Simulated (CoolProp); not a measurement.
Computed with CoolProp (reference Helmholtz-energy equation of state, Wagner 2002).

Q: Give the vapour pressure (MPa), liquid density (kg/m³), surface tension (mN/m), liquid viscosity (µPa s) of saturated water at 416.4, 482.6 K.

A: 
| T (K) | p (MPa) | liquid density (kg/m³) | surface tension (mN/m) | liquid viscosity (µPa s) |
|---|---|---|---|---|
| 416.4 | 0.396 | 923 | 50.1 | 192 |
| 482.6 | 1.89 | 853 | 35.3 | 128 |

Viscosity comes from a separate model (Huber 2009). Surface tension comes from a separate correlation (Mulero 2012).
